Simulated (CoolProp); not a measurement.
Carbon monoxide along the isobar 16.2 MPa: Z from the reference equation and from simpler models built on Tc = 132.9 K, pc = 3.498 MPa, ω = 0.050; each cubic takes its own stable root.

Values from CoolProp's reference Helmholtz-energy equation of state, Lemmon 2006. It is a short technical equation, of lower accuracy than the large ones.

```tsv
T (K)	phase	reference
109.9	liquid	0.6885
140.6	supercritical	0.6592
171.3	supercritical	0.7214
202	supercritical	0.8328
232.7	supercritical	0.9215
263.5	supercritical	0.9786
294.2	supercritical	1.015
324.9	supercritical	1.037
355.6	supercritical	1.052
386.3	supercritical	1.062
```

### Question
How far does each simpler model (van der Waals, Redlich-Kwong, Peng-Robinson) lie from the reference over these 10 states: mean and median of the absolute difference, and the worst?

### Answer
- van der Waals: mean 10.3 %, median 5.3 %, worst +35.6 % at 109.9 K and 16.2 MPa
- Redlich-Kwong: mean 1.6 %, median 1.8 %, worst -2.4 % at 386.3 K and 16.2 MPa
- Peng-Robinson: mean 3.9 %, median 2.4 %, worst -11.1 % at 109.9 K and 16.2 MPa
